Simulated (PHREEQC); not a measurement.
A column of 0.5 m (40 cells, dispersivity 0.018 m, 60 s a shift, diffusion coefficient 3e-10 m²/s) holds 0.22 eq of the database's cation exchanger X per kg of pore water, first in equilibrium with 0.063 mol MgCl2, 0.0026 mol KCl, 0.0037 mol LiCl and 1e-05 mol HCl per kg of water. It is flushed with 0.091 mol ZnSO4, 0.0051 mol KBr and 1e-05 mol HCl per kg of water, at 25 °C. Values are for the last cell. No CO2 enters from the air. Nothing may precipitate in this run.

Computed with PHREEQC (ion-association model, phreeqc.dat).

| pore volumes | Zn in solution (mol/kgw) | S in solution (mol/kgw) | Br in solution (mol/kgw) | Li in solution (mol/kgw) | Cl in solution (mol/kgw) | MgX2 on the exchanger (mol/kgw) | ZnX2 on the exchanger (mol/kgw) |
|---|---|---|---|---|---|---|---|
| 0 | 0 | 0 | 0 | 0.00370 | 0.132 | 0.107 | 0 |
| 0.1625 | 0 | 0 | 0 | 0.00370 | 0.132 | 0.107 | 0 |
| 0.4625 | 1.02e-14 | 0.000193 | 1.08e-5 | 0.00370 | 0.132 | 0.107 | 2.44e-14 |
| 0.6125 | 7.70e-11 | 0.00379 | 0.000213 | 0.00367 | 0.127 | 0.107 | 1.84e-10 |
| 0.9125 | 1.92e-6 | 0.0379 | 0.00212 | 0.00325 | 0.0772 | 0.107 | 4.14e-6 |
| 1.062 | 3.98e-5 | 0.0583 | 0.00327 | 0.00280 | 0.0475 | 0.107 | 7.88e-5 |
| 1.212 | 0.000340 | 0.0732 | 0.00410 | 0.00225 | 0.0259 | 0.106 | 0.000626 |
| 1.512 | 0.00478 | 0.0869 | 0.00487 | 0.00118 | 0.00597 | 0.0988 | 0.00803 |
| 1.663 | 0.0110 | 0.0892 | 0.00500 | 0.000779 | 0.00263 | 0.0890 | 0.0178 |
| 1.812 | 0.0206 | 0.0902 | 0.00506 | 0.000485 | 0.00111 | 0.0749 | 0.0318 |
| 2.112 | 0.0460 | 0.0909 | 0.00509 | 0.000163 | 0.000190 | 0.0428 | 0.0636 |
| 2.263 | 0.0581 | 0.0910 | 0.00510 | 8.96e-5 | 8.01e-5 | 0.0297 | 0.0765 |
| 2.413 | 0.0681 | 0.0910 | 0.00510 | 4.79e-5 | 3.69e-5 | 0.0200 | 0.0861 |
| 2.712 | 0.0809 | 0.0910 | 0.00510 | 1.29e-5 | 1.38e-5 | 0.00845 | 0.0974 |
| 2.862 | 0.0845 | 0.0910 | 0.00510 | 6.61e-6 | 1.14e-5 | 0.00540 | 0.100 |
| 3.163 | 0.0884 | 0.0910 | 0.00510 | 1.68e-6 | 1.02e-5 | 0.00216 | 0.103 |
| 3.312 | 0.0894 | 0.0910 | 0.00510 | 8.39e-7 | 1.01e-5 | 0.00135 | 0.104 |
| 3.462 | 0.0900 | 0.0910 | 0.00510 | 4.17e-7 | 1.00e-5 | 0.000843 | 0.105 |
| 3.763 | 0.0907 | 0.0910 | 0.00510 | 1.02e-7 | 1.00e-5 | 0.000325 | 0.105 |
| 3.913 | 0.0908 | 0.0910 | 0.00510 | 5.01e-8 | 1.00e-5 | 0.000200 | 0.105 |
| 4.213 | 0.0909 | 0.0910 | 0.00510 | 1.20e-8 | 1.00e-5 | 7.58e-5 | 0.105 |
| 4.362 | 0.0910 | 0.0910 | 0.00510 | 5.88e-9 | 1.00e-5 | 4.64e-5 | 0.105 |
| 4.513 | 0.0910 | 0.0910 | 0.00510 | 2.87e-9 | 1.00e-5 | 2.84e-5 | 0.105 |
| 4.812 | 0.0910 | 0.0910 | 0.00510 | 6.78e-10 | 1.00e-5 | 1.05e-5 | 0.105 |
| 4.963 | 0.0910 | 0.0910 | 0.00510 | 3.29e-10 | 1.00e-5 | 6.40e-6 | 0.105 |
